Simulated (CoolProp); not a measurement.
Vapour-liquid equilibrium of CH2F2 (R32) (1) + R236EA (2) at 271.5 K; x and y are mole fractions of (1).

The numbers come from the multi-fluid Helmholtz-energy mixture model, Tillner-Roth 1997 and Rui 2013; pair parameters Bell 2016 in CoolProp.

| x | bubble pressure, mixture model (MPa) | bubble pressure, Raoult's law (MPa) | y, mixture model | y, Raoult's law |
|---|---|---|---|---|
| 0.05 | ___ | 0.1078 | 0.305 | 0.358 |
| 0.15 | ___ | 0.1776 | 0.597 | 0.651 |
| 0.25 | 0.2230 | 0.2474 | 0.738 | 0.779 |
| 0.35 | 0.2882 | 0.3172 | 0.819 | 0.851 |
| 0.45 | 0.3558 | 0.3870 | 0.873 | 0.896 |
| 0.55 | 0.4258 | 0.4568 | 0.911 | 0.928 |
| 0.65 | 0.4981 | 0.5266 | 0.939 | 0.952 |
| 0.75 | 0.5730 | 0.5965 | ___ | 0.969 |
| 0.85 | 0.6505 | 0.6663 | 0.979 | 0.984 |
| 0.95 | 0.7304 | 0.7361 | 0.994 | 0.995 |

**Question.** What belongs in the gaps?

**Answer.** 
- 0.05, bubble pressure, mixture model (MPa): 0.1011
- 0.15, bubble pressure, mixture model (MPa): 0.1604
- 0.75, y, mixture model: 0.961

The largest gap from Raoult's law is -9.9 % in bubble pressure, at x = 0.25. No azeotrope shows between x = 0.05 and 0.95.

The pair parameters rest on a limited set of measurements; away from them the model extrapolates.
